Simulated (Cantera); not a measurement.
Charge: 1 mol Ta2O5, 1300 mol H2, equilibrated at 5.20 mbar.

Cantera equilibrium calculation (NASA polynomials, part measured and part estimated; ideal gas, pure solids and liquids). Candidate condensed phases: H2O, Ta, Ta2O5; 12 gas species. Condensed phases not in the tables: N, O or C dissolved in the metal. Rates play no part.

At 1877 °C, list the 5 most abundant gas species with their mole fractions, and the condensed phases.

H2 0.940, H 0.0567, H2O 0.00187, TaO2 0.000796, TaO 0.000255. Condensed: Ta(s).
